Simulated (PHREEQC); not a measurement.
Make-up at 20 °C: 0.21 mol FeSO4, 0.0018 mol MgSO4 and 0.0018 mol H2SO4 per kg of water. Closed to the air; pH follows from the charge balance.

Equilibrium calculation in PHREEQC: ion-association model, wateq4f.dat.

```
quantity                         before    after
------------------------------  -------  -------
pH                                 3.17     3.58
ionic strength (mol/kgw)          0.441    0.321
FeSO4 (mol/kgw)                   0.100    0.130
HSO4- (mol/kgw)                 0.00207  0.00265
SI of Melanterite (FeSO4:7H2O)    -0.91    -1.75
```

Task: What was changed between the two runs?
(A) diluted 100-fold with water
(B) temperature from 20 to 80 °C
(C) MgSO4 replaced by KHSO4 at the same molality
(D) temperature from 20 to 10 °C
(E) diluted 10-fold with water

Result: B, temperature from 20 to 80 °C

Precipitation was switched off in this run. At this temperature some constants are extrapolated from 25 °C, and those without enthalpy data are left unchanged.
